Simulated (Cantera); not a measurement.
A closed system holds: 1 mol CuO, 2.1 mol H2, 15 mol N2, at 9.30 bar.

These are equilibrium values from Cantera (NASA tables, ideal gas, pure condensed phases), not measurements of a reactor. Candidate condensed phases: Cu, CuO, Cu(OH)2, Cu2O, H2O; 27 gas species. Rates play no part.

### Question
Which condensed phases are stable at each of these points (T (K)): 850, 950, 1050, 1150, 1250, 1350, 1450, 1550, 1650, 1750, 1850, 1950, 2050?

### Answer
| T (K) | condensed phases | Cu condensed (%) |
|---|---|---|
| 850 | Cu(s) | 100.0 |
| 950 | Cu(s) | 100.0 |
| 1050 | Cu(s) | 100.0 |
| 1150 | Cu(s) | 100.0 |
| 1250 | Cu(s) | 100.0 |
| 1350 | Cu(s) | 100.0 |
| 1450 | Cu(l) | 100.0 |
| 1550 | Cu(l) | 100.0 |
| 1650 | Cu(l) | 100.0 |
| 1750 | Cu(l) | 99.9 |
| 1850 | Cu(l) | 99.8 |
| 1950 | Cu(l) | 99.5 |
| 2050 | Cu(l) | 98.7 |

From 850 K to 1350 K the condensed part is Cu(s). From 1450 K to 2050 K the condensed part is Cu(l).
